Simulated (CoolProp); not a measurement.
Vapour pressure (kPa) of carbon dioxide: the reference equation beside estimates from Tc = 304.1 K, pc = 7377 kPa, ω = 0.224. Clausius-Clapeyron is anchored at 238.7 K with a constant enthalpy of vaporisation of 13.74 kJ/mol.

The numbers come from the reference Helmholtz-energy equation of state, Span 1996 in CoolProp.

```tsv
T (K)	reference	Lee-Kesler	Clausius-Clapeyron	van der Waals	Soave-Redlich-Kwong	Peng-Robinson
233.1	1003	1003	1038	2313	1005	994.1
238.7	1226	1225	1226	2588	1229	1215
244.3	1484	1481	1437	2882	1489	[?]
250	1785	1781	1676	3203	1794	1771
255.6	2123	2116	1937	3539	2135	[?]
261.2	[?]	[?]	2225	3896	2522	2491
266.8	2935	2923	2541	4275	2958	2923
272.5	3426	[?]	2893	4683	3455	[?]
278.1	3964	[?]	3268	5107	4001	3962
283.7	[?]	4549	3675	5553	4605	4568
```

Task: Some entries are withheld; supply them.

Result: 
- 244.3, Peng-Robinson: 1471
- 255.6, Peng-Robinson: 2108
- 261.2, reference: 2505
- 261.2, Lee-Kesler: 2495
- 272.5, Lee-Kesler: 3411
- 272.5, Peng-Robinson: 3418
- 278.1, Lee-Kesler: 3949
- 283.7, reference: 4564

Absolute difference from the reference over all 10 rows, mean and median: Lee-Kesler 0.3 and 0.3 %, Clausius-Clapeyron 9.9 and 10.0 %, van der Waals 67.0 and 61.1 %, Soave-Redlich-Kwong 0.6 and 0.6 %, Peng-Robinson 0.5 and 0.6 %.
